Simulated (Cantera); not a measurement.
Input: 1 mol C2H5OH, 0.093 mol NH3, 2 mol N2, equilibrated at 7.50 Torr.

Cantera equilibrium calculation (NASA polynomials, part measured and part estimated; ideal gas, pure solids and liquids). Candidate condensed phases: C, C6H6, C7H8, C8H18, H2O; 136 gas species. The numbers say what is thermodynamically allowed, not how fast it happens.

Task: At 1098 K, list the 5 most abundant gas species with their mole fractions, and the condensed phases.

Result: H2 0.507, N2 0.331, CO 0.162, CH4 9.41e-5, H2O 7.53e-5. Condensed: C(graphite).
